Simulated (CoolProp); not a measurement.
Values from CoolProp's reference Helmholtz-energy equation of state, Thol 2014.

### Question
For chloromethane (R40), give the phase and the cp (kJ/(kg K)), cv (kJ/(kg K)) at 189.35 °C and 0.0121 MPa; 57.25 °C and 3.84 MPa.

### Answer
- 189.35 °C and 0.0121 MPa: gas; cp 1.04, cv 0.879
- 57.25 °C and 3.84 MPa: liquid; cp 1.70, cv 0.958
